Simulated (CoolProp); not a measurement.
Model: reference Helmholtz-energy equation of state, Span 2000, in CoolProp.

For nitrogen, give the phase and the density (kg/m³), speed of sound (m/s) at 75.7 K and 7.07 MPa; 75.7 K and 34 MPa.


- 75.7 K and 7.07 MPa: liquid; density 829, speed of sound 921
- 75.7 K and 34 MPa: liquid; density 875, speed of sound 1070
